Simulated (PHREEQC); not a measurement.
1 kg of water meets 20 L of dry gas (H2 0.78, N2 0.22 by moles) at fixed total pressure, at 100 °C; fugacities by Peng-Robinson. The gases take part in no redox reaction, some water evaporates into the gas, and hydrates or a liquid gas phase aren't modelled. No solid was allowed to form.

Equilibrium calculation in PHREEQC: ion-association model, phreeqc.dat.

```csv
P (atm),dissolved H2 (mol/kgw),φ of H2,p of H2 (atm)
2,0.000618,1.004,0.777
5,0.00246,1.003,3.11
10,0.00552,1.003,7.00
20,0.0116,1.006,14.8
30,0.0176,1.009,22.6
40,0.0235,1.012,30.3
50,0.0293,1.015,38.1
75,0.0436,1.023,57.6
100,0.0574,1.031,77.0
150,0.0838,1.048,116
200,0.109,1.067,155
300,0.155,1.107,233
400,0.196,1.151,310
```

Away from 25 °C the constants follow the database's enthalpies or fits; those with neither stay at their 25 °C values.
